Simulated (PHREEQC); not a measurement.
A solution holds 19 mmol/kgw HF and 1 mmol/kgw (NH4)2SiF6, at 25 °C. Closed to the air; pH follows from the charge balance.

All values are PHREEQC results (ion-association model, phreeqc.dat), not measurements.

This is a speciation only: nothing precipitates in the calculation.

Order these F species by the share of F that they hold, largest first: HF2-, SiF6-2, HF, F-.

HF (61 %), SiF6-2 (24 %), F- (13 %), HF2- (1.6 %)

The pH is 2.48 and the ionic strength 0.00656 mol/kgw. Complexes and solids missing from the database can't appear. SiF6-2 is the database's only silicon fluoride.
